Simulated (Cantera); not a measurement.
**Fe2O3 + H2S + CO2 (roasting and sulfation)**

Charge: 1 mol Fe2O3, 0.26 mol H2S, 0.063 mol CO2, at 1648.15 K.

These are equilibrium values from Cantera (NASA tables, ideal gas, pure condensed phases), not measurements of a reactor. Candidate condensed phases: C, C6H6, C7H8, C8H18, Fe, Fe(CO)5, FeO, Fe(OH)2, Fe(OH)3, FeS, FeSO4, FeS2, Fe2O3, Fe2(SO4)3, Fe3O4, H2O, H2SO4, S; 127 gas species. Mutual solubility and eutectic melting of coexisting phases are not modelled. The tables' stoichiometric FeO is somewhat more stable than real wüstite, so its field is too wide. FeO: taken at fixed stoichiometry. Rates play no part.

```
P (Pa)   x SO2  x H2O  x CO2     x H2      x S2     x CO     x H2S     x SO  n FeO(s)  n Fe3O4(s)
-------  -----  -----  -----  -------  --------  -------  --------  -------  --------  ----------
1000     0.444  0.439  0.103  0.00663   2.98e-6  0.00499   2.16e-6  0.00180      1.32       0.228
4600     0.444  0.439  0.103  0.00663   1.37e-5  0.00499   9.96e-6  0.00180      1.32       0.228
21000    0.444  0.439  0.103  0.00663   6.26e-5  0.00499   4.55e-5  0.00180      1.32       0.228
96000    0.443  0.439  0.103  0.00663  0.000286  0.00499  0.000208  0.00180      1.31       0.229
440000   0.441  0.439  0.103  0.00664   0.00129  0.00500  0.000947  0.00179      1.30       0.233
2000000  0.431  0.440  0.104  0.00664   0.00561  0.00504   0.00421  0.00175      1.25       0.251
```
x: gas mole fraction; n: condensed amount in mol.

From 7.50 Torr to 15000 Torr the condensed part is FeO(s) + Fe3O4(s). The main Fe-bearing gas is Fe(OH)2 throughout.
